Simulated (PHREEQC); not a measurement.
# Alkaline etch or developer: speciation

Make-up at 83 °C: 0.019 mol/kgw LiOH and 0.022 mol/kgw (CH3)4NCl. Closed to the air; pH follows from the charge balance.

Computed with PHREEQC (ion-association model, phreeqc.dat).

Precipitation was switched off in this run.

### Question
Estimate the pH.

### Answer
pH 10.72.

(CH3)4N+ isn't in the database: it is added as a free cation with an ion size of 4 Å. Constants without temperature data keep their 25 °C values here.
